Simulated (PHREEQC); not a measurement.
Solution A (0.0056 mol/kgw NaOH, 0.0014 mol/kgw K2SiO3 and 0.069 mol/kgw (CH3)4NCl) is mixed with solution B (0.1 mol NaBr, 0.0014 mol SrCl2 and 1.3e-06 mol H4SiO4 per kg of water) at 25 °C; shares are by mass of water, 1 kg in all. Oxygen alone is held at its pressure in air (log pO2 = -0.68). CO2 from the air is kept out. The run lets SiO2(a), Halite, Sylvite precipitate or redissolve, and no other solid.

Model: ion-association model, phreeqc.dat, run in PHREEQC.

| share of solution B | pH | H2SiO4-2 (mol/kgw) |
|---|---|---|
| 0 | 11.73 | 8.93e-5 |
| 0.1 | 11.68 | 7.31e-5 |
| 0.2 | 11.63 | 5.83e-5 |
| 0.3 | 11.57 | 4.51e-5 |
| 0.4 | 11.50 | 3.34e-5 |
| 0.5 | 11.42 | 2.34e-5 |
| 0.6 | 11.33 | 1.51e-5 |
| 0.7 | 11.20 | 8.54e-6 |
| 0.8 | 11.03 | 3.80e-6 |
| 0.9 | 10.73 | 9.30e-7 |
| 1 | 6.98 | 0 |

(CH3)4N+ isn't in the database: it is added as a free cation with an ion size of 4 Å.
